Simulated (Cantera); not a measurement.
Charge: 1 mol PbO, 21 mol H₂, 0.14 mol H₂O, held at 4430 Torr.

Equilibrium computed with Cantera from the NASA thermochemical tables; the gas is ideal and each condensed phase is pure. Candidate condensed phases: H₂O, Pb, PbO, PbO₂, Pb₃O₄; 12 gas species. The numbers say what is thermodynamically allowed, not how fast it happens.

Problem. At 1600 K, list the 4 most abundant gas species with their mole fractions, and the condensed phases.

Solution. H₂ 0.936, H₂O 0.0534, Pb 0.0103, H 2.17e-5. Condensed: Pb(l).
